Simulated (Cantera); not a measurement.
What does this Cantera script print?

```python
import numpy as np
import cantera as ct

gas_names = """
    CL CLO CL2 Fe FeCL FeCL2 FeCL3 FeO Fe(OH)2 Fe2CL4 Fe2CL6 H HCL HNO HNO2 HNO3 HOCL HO2 H2 H2O H2O2 N
    NH NH2 NH3 NH2OH NO NO2 NO3 N2 N2H2 N2H4 N2O O OH O2 O3
""".split()
cond_names = """
    Fe(a) Fe(c) Fe(d) Fe(L) FeCL2(s) FeCL2(L) FeCL3(s) FeCL3(L) FeO(s) FeO(L) Fe(OH)2(s) Fe(OH)3(s)
    Fe2O3(s) Fe3O4(s) H2O(s) H2O(L) NH4CL(a) NH4CL(b)
""".split()


# ... load() reads the species with a 1 bar reference pressure and builds the phases ...
atoms = {
    'Fe3O4': {'Fe': 3, 'O': 4},
    'HCl': {'H': 1, 'CL': 1},
    'N2': {'N': 2},
}
top_T = {'Fe2O3(s)': 1830, 'Fe3O4(s)': 1870}  # K; cautious upper limits of use, not melting points


# ... equilibrate(T, P, feed) seeds the gas with the atoms and calls Mixture.equilibrate('TP', solver="vcs", rtol=1e-11, max_steps=5000) ...
results = []
feed = {'Fe3O4': 1, 'HCl': 0.24, 'N2': 0.19}  # mol
T = 1200  # K
P = 1800  # Pa
mix = equilibrate(T, P, feed)
results.append((T, P, feed, dict(zip(mix.species_names, mix.species_moles))))
x = sorted(zip(gas.X, gas.species_names), reverse=True)
print(f"T = {T:g} K  P = {P:g} Pa  gas = {mix.phase_moles(0):.4g} mol")
print("   x: " + "  ".join(f"{s} {v:.3e}" for v, s in x if v > 1e-05))
print("   condensed (mol): " + ("  ".join(f"{mix.phase(i).name} {mix.phase_moles(i):.4g}"
      for i in range(1, mix.n_phases) if mix.phase_moles(i) > 1e-12) or "none"))
```

It prints:

```
T = 1200 K  P = 1800 Pa  gas = 0.4295 mol
   x: HCL 4.687e-01  N2 4.424e-01  H2O 4.504e-02  FeCL2 3.984e-02  FeCL3 3.005e-03  CL 6.442e-04  CL2 3.345e-04  O2 2.453e-05  Fe2CL4 1.880e-05
   condensed (mol): Fe2O3(s) 0.01557  Fe3O4(s) 0.9835
```

Method: chemical equilibrium by Gibbs-energy minimisation in Cantera with the NASA 1993 tables (ideal gas, pure condensed phases). Mutual solubility and eutectic melting of coexisting phases are not modelled.
